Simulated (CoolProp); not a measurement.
The numbers come from the reference Helmholtz-energy equation of state, Lemmon 2006 in CoolProp. It is a short technical equation, of lower accuracy than the large ones.

Task: For CH3F (R41), give the phase and the density (kg/m³), cp (kJ/(kg K)), cv (kJ/(kg K)), expansivity (1/kK) at 425 K and 29.5 MPa; 425 K and 48 MPa.

Result: 
- 425 K and 29.5 MPa: supercritical; density 419, cp 2.46, cv 1.31, expansivity 5.08
- 425 K and 48 MPa: supercritical; density 537, cp 2.20, cv 1.31, expansivity 3.05
